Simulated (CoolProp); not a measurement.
Computed with CoolProp (reference Helmholtz-energy equation of state, Thol 2014).

**Question.** For chloromethane (R40), give the phase and the cp (kJ/(kg K)), cv (kJ/(kg K)) at 129.35 °C and 0.493 MPa; 176.25 °C and 0.493 MPa.

**Answer.** 
- 129.35 °C and 0.493 MPa: gas; cp 0.999, cv 0.810
- 176.25 °C and 0.493 MPa: gas; cp 1.05, cv 0.869
